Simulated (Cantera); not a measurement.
Source: NASA polynomial tables (part measured, part estimated), evaluated in Cantera. Values are per mole of reaction as written; species without (g) are pure solids or liquids, kept so even where they would boil at 1 bar.

2 NO(g) + Zr = N2(g) + ZrO2

| T (K) | ΔH° (kJ) | ΔS° (J/K) | ΔG° (kJ) | log10 K | condensed phases |
|---|---|---|---|---|---|
| 375 | ? | ? | ? | ? | Zr(α), ZrO2(monoclinic) |
| 575 | -1277.9 | -213.8 | -1155.0 | 104.92 | Zr(α), ZrO2(monoclinic) |
| 775 | ? | ? | ? | ? | Zr(α), ZrO2(monoclinic) |
| 975 | ? | ? | ? | ? | Zr(α), ZrO2(monoclinic) |
| 1175 | -1275.8 | -210.1 | -1029.0 | 45.74 | Zr(β), ZrO2(monoclinic) |
| 1375 | ? | ? | ? | ? | Zr(β), ZrO2(monoclinic) |

Fill in the missing entries.


- 375, ΔH° (kJ): -1279.8
- 375, ΔS° (J/K): -217.6
- 375, ΔG° (kJ): -1198.1
- 375, log10 K: 166.89
- 775, ΔH° (kJ): -1275.8
- 775, ΔS° (J/K): -210.7
- 775, ΔG° (kJ): -1112.5
- 775, log10 K: 74.98
- 975, ΔH° (kJ): -1273.8
- 975, ΔS° (J/K): -208.4
- 975, ΔG° (kJ): -1070.7
- 975, log10 K: 57.36
- 1375, ΔH° (kJ): -1273.2
- 1375, ΔS° (J/K): -208.0
- 1375, ΔG° (kJ): -987.2
- 1375, log10 K: 37.50
